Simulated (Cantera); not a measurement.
# Moist CO burnout

A perfectly stirred reactor is fed with 0.768 % CO, 4.17 % O₂, 0.275 % H₂O, 94.8 % N₂, at 0.132 atm; it is held at 1125 K, and followed from long to short residence time.

Detailed kinetics in Cantera: GRI-Mech 3.0 (53 species, 325 reactions).

```json
[
 {"τ (s)": "12", "x CO": "0.000114", "x O₂": "0.0381", "x H₂O": "0.00275", "x N₂O": "2.03e-7", "x OH": "1.54e-5", "x O": "2.14e-5", "x H": "9.13e-7"},
 {"τ (s)": "3.3", "x CO": "0.000270", "x O₂": "0.0381", "x H₂O": "0.00274", "x N₂O": "1.74e-7", "x OH": "2.32e-5", "x O": "5.01e-5", "x H": "3.22e-6"},
 {"τ (s)": "0.88", "x CO": "0.000638", "x O₂": "0.0383", "x H₂O": "0.00273", "x N₂O": "1.41e-7", "x OH": "3.49e-5", "x O": "0.000117", "x H": "1.12e-5"},
 {"τ (s)": "0.23", "x CO": "0.00147", "x O₂": "0.0386", "x H₂O": "0.00270", "x N₂O": "1.07e-7", "x OH": "5.08e-5", "x O": "0.000260", "x H": "3.61e-5"},
 {"τ (s)": "0.062", "x CO": "0.00308", "x O₂": "0.0393", "x H₂O": "0.00265", "x N₂O": "7.54e-8", "x OH": "6.62e-5", "x O": "0.000489", "x H": "8.76e-5"},
 {"τ (s)": "0.017", "x CO": "0.00545", "x O₂": "0.0403", "x H₂O": "0.00264", "x N₂O": "3.99e-8", "x OH": "6.54e-5", "x O": "0.000610", "x H": "0.000110"},
 {"τ (s)": "0.0044", "x CO": "0.00744", "x O₂": "0.0415", "x H₂O": "0.00273", "x N₂O": "3.59e-9", "x OH": "1.93e-5", "x O": "0.000154", "x H": "1.35e-5"}
]
```
x: mole fraction; the columns are a selection and need not sum to one.
